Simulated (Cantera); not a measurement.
C2F6 + CH4 (fluorocarbon and chlorocarbon gases)

Charge: 1 mol C2F6, 0.12 mol CH4, equilibrated at 38.3 Torr.

Cantera equilibrium calculation (NASA polynomials, part measured and part estimated; ideal gas, pure solids and liquids). Candidate condensed phases: C, C6H6, C7H8, C8H18; 95 gas species. The feed counts by its element totals alone. Gases not in the tables: C2F6 and larger saturated fluorocarbons. Kinetics and transport are ignored.

| T (°C) | x CF4 | x HF | x CF2 | x F | n C(graphite) |
|---|---|---|---|---|---|
| 627 | 0.742 | 0.258 | 4.70e-11 | <1e-12 | 0.740 |
| 727 | 0.742 | 0.258 | 2.06e-9 | 5.33e-11 | 0.740 |
| 827 | 0.742 | 0.258 | 4.52e-8 | 1.69e-9 | 0.740 |
| 927 | 0.742 | 0.258 | 5.89e-7 | 3.00e-8 | 0.740 |
| 1027 | 0.742 | 0.258 | 5.15e-6 | 3.44e-7 | 0.740 |
| 1127 | 0.742 | 0.258 | 3.28e-5 | 2.78e-6 | 0.740 |
| 1227 | 0.742 | 0.258 | 0.000163 | 1.71e-5 | 0.740 |
| 1327 | 0.741 | 0.258 | 0.000659 | 8.34e-5 | 0.739 |
| 1427 | 0.739 | 0.258 | 0.00225 | 0.000338 | 0.738 |
| 1527 | 0.734 | 0.257 | 0.00668 | 0.00117 | 0.734 |
| 1627 | 0.722 | 0.255 | 0.0175 | 0.00356 | 0.724 |
| 1727 | 0.694 | 0.251 | 0.0411 | 0.00961 | 0.703 |
x: gas mole fraction; n: condensed amount in mol.

From 627 °C to 1727 °C the condensed part is C(graphite). The main C-bearing gas is CF4 throughout.
